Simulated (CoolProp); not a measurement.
R113 at 392.82 K and 0.385 MPa is throttled through a valve to 0.116 MPa with no heat exchange. Each further row changes one setting.

The numbers come from the reference Helmholtz-energy equation of state, Marx 1992 in CoolProp.

| case | temperature change (K) | final density (kg/m³) |
|---|---|---|
| as stated | -4.6 | 6.90 |
| outlet pressure 0.0348 MPa | ? | ? |
| outlet pressure 0.151 MPa | ? | ? |

Problem. Complete the blanks.

Solution. 
- outlet pressure 0.0348 MPa, temperature change (K): -5.9
- outlet pressure 0.0348 MPa, final density (kg/m³): 2.04
- outlet pressure 0.151 MPa, temperature change (K): -4.0
- outlet pressure 0.151 MPa, final density (kg/m³): 9.04
